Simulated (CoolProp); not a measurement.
The fluoroketone C6F12O (FK-5-1-12) along the isobar 2.62 MPa: density (kg/m³) from the reference equation and from simpler models built on Tc = 441.8 K, pc = 1.869 MPa, ω = 0.471; each cubic takes its own stable root.

Model: reference Helmholtz-energy equation of state, McLinden 2015, in CoolProp.

```json
[
 {"T (K)": "378.1", "phase": "liquid", "reference": "1351"},
 {"T (K)": "386.8", "phase": "liquid", "reference": "1316"},
 {"T (K)": "395.5", "phase": "liquid", "reference": "1278"},
 {"T (K)": "404.2", "phase": "liquid", "reference": "1238"},
 {"T (K)": "412.9", "phase": "liquid", "reference": "1193"},
 {"T (K)": "421.6", "phase": "liquid", "reference": "1143"},
 {"T (K)": "430.4", "phase": "liquid", "reference": "1084"},
 {"T (K)": "439.1", "phase": "liquid", "reference": "1012"},
 {"T (K)": "447.8", "phase": "supercritical", "reference": "914.9"},
 {"T (K)": "456.5", "phase": "supercritical", "reference": "760.1"},
 {"T (K)": "465.2", "phase": "supercritical", "reference": "547.2"},
 {"T (K)": "473.9", "phase": "supercritical", "reference": "428.2"},
 {"T (K)": "482.6", "phase": "supercritical", "reference": "369.4"},
 {"T (K)": "491.3", "phase": "supercritical", "reference": "332.5"},
 {"T (K)": "500", "phase": "supercritical", "reference": "306.1"}
]
```

**Question.** How far does each simpler model (van der Waals, Soave-Redlich-Kwong, Peng-Robinson) lie from the reference over these 15 states: mean and median of the absolute difference, and the worst?

**Answer.** 
- van der Waals: mean 27.9 %, median 32.3 %, worst -37.7 % at 378.1 K and 2.62 MPa
- Soave-Redlich-Kwong: mean 11.4 %, median 11.6 %, worst -18.5 % at 447.8 K and 2.62 MPa
- Peng-Robinson: mean 3.5 %, median 1.7 %, worst -11.8 % at 456.5 K and 2.62 MPa
